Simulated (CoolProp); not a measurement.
Propylene at 290.01 K and 1.86 MPa is throttled through a valve to 0.678 MPa with no heat exchange. Each further row changes one setting.

Computed with CoolProp (reference Helmholtz-energy equation of state, Lemmon 2013).

| case | temperature change (K) | final phase | final density (kg/m³) |
|---|---|---|---|
| as stated | -11.8 | two-phase, vapour fraction 0.081 | 135 |
| outlet pressure 0.203 MPa | -47.9 | two-phase, vapour fraction 0.275 | 16.1 |
| outlet pressure 0.881 MPa | -2.3 | two-phase, vapour fraction 0.017 | 356 |
